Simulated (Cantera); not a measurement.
An adiabatic, constant-volume homogeneous reactor starts with CH4 : O2 : N2 = 0.36 : 5.88 : 22.1 (molar parts), equivalence ratio 0.12, at 1050 K and 9.87 atm.

Model: GRI-Mech 3.0 (53 species, 325 reactions), integrated in Cantera.

Problem. Predict: time of steepest temperature rise; temperature at 0.100 s; equilibrium temperature; x(O2) at 0.100 s; x(O) at 0.100 s.

Solution. 
* **time of steepest temperature rise**: 27.6 ms
* **temperature at 0.100 s**: 1435 K
* **equilibrium temperature**: 1432 K
* **x(O2) at 0.100 s**: 0.182 (gas-phase equilibrium 0.182)
* **x(O) at 0.100 s**: 1.87e-7 (gas-phase equilibrium 1.79e-7)
